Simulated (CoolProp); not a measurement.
Computed with CoolProp (reference Helmholtz-energy equation of state, Beckmüller 2019).

**Question.** Give the vapour pressure (MPa), vapour density (kg/m³), enthalpy of vaporisation (kJ/kg), vapour viscosity (µPa s) of saturated n-octane at 343.9, 441.3 K.

**Answer.** 
| T (K) | p (MPa) | vapour density (kg/m³) | enthalpy of vaporisation (kJ/kg) | vapour viscosity (µPa s) |
|---|---|---|---|---|
| 343.9 | 0.0164 | 0.664 | 336 | 6.56 |
| 441.3 | 0.289 | 10.2 | 270 | 8.34 |

Viscosity comes from a separate model (Huber 2004).
